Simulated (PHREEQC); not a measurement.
Solution (25 °C): 0.22 mol HF, 0.032 mol H2SiF6, 0.062 mol HCl and 0.016 mol H2SO4 per kg of water. Closed to the air; pH follows from the charge balance.

The numbers come from PHREEQC with the ion-association model, phreeqc.dat.

Precipitation was switched off in this run.

**Question.** Order these F species by the share of F that they hold, largest first: HF, HF2-, F-, SiF6-2.

**Answer.** HF (52 %), SiF6-2 (47 %), HF2- (0.70 %), F- (0.43 %)

The pH is 0.93 and the ionic strength 0.183 mol/kgw. Complexes and solids missing from the database can't appear. SiF6-2 is the database's only silicon fluoride.
